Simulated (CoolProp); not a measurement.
Properties of n-dodecane along the isobar 7.06 MPa.

The numbers come from the reference Helmholtz-energy equation of state, Lemmon 2004 in CoolProp. It is a short technical equation, of lower accuracy than the large ones.

| T (K) | phase | isothermal compressibility (1/MPa) | expansivity (1/kK) | fugacity coefficient |
|---|---|---|---|---|
| 333.7 | liquid | 0.001156 | 0.9721 | 6.059e-5 |
| 355.9 | liquid | 0.001335 | 0.9948 | ___ |
| 378 | liquid | 0.001546 | 1.024 | ___ |
| 400.2 | liquid | 0.001800 | 1.061 | 0.001568 |
| 422.4 | liquid | 0.002108 | ___ | ___ |
| 444.6 | liquid | ___ | 1.159 | ___ |
| 466.8 | liquid | 0.002949 | 1.222 | 0.01268 |
| 488.9 | liquid | 0.003529 | 1.296 | 0.02143 |
| 511.1 | liquid | ___ | 1.384 | 0.03405 |

Task: Complete the blanks.

Result: 
- 355.9, fugacity coefficient: 0.0002138
- 378, fugacity coefficient: 0.0006234
- 422.4, expansivity (1/kK): 1.106
- 422.4, fugacity coefficient: 0.003477
- 444.6, isothermal compressibility (1/MPa): 0.002484
- 444.6, fugacity coefficient: 0.006940
- 511.1, isothermal compressibility (1/MPa): 0.004267
